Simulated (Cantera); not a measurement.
Feed: 1 mol CH₃SiH₃, 0.97 mol C₃H₈, 1700 mol H₂, equilibrated at 2073.15 K and 1.00 Torr.

These are equilibrium values from Cantera (NASA tables, ideal gas, pure condensed phases), not measurements of a reactor. Candidate condensed phases: C, C₆H₆, C₇H₈, C₈H₁₈, Si, SiC; 87 gas species. The feed counts by its element totals alone. Kinetics and transport are ignored.

Base state: H₂ 0.929, H 0.0695, C₂H₂ (acetylene) 0.00107, Si 0.000522, SiC₂ 2.82e-5, SiH 1.06e-5 (mole fractions); condensed: gas only.

### Question
What changes in the equilibrium state with this change: temperature from 2073.15 K to 2248.15 K?

### Answer
```
species             before     after
----------------  --------  --------
H₂                   0.929     0.816
H                   0.0695     0.182
C₂H₂ (acetylene)   0.00107   0.00101
Si                0.000522  0.000503
SiH                1.06e-5   6.70e-6
SiC₂               2.82e-5   2.15e-5
```

### Question
What changes in the equilibrium state with this change: pressure from 1.00 Torr to 24.8 Torr?

### Answer
```
species             before     after
----------------  --------  --------
H₂                   0.929     0.984
H                   0.0695    0.0144
C₂H₂ (acetylene)   0.00107  0.000976
Si                0.000522  0.000240
CH₄                3.93e-7   1.01e-5
SiH₂               1.03e-6   1.24e-5
SiC(s), mol              0     0.474
```
Gases not in the tables: Si₂H₆ and higher silanes.
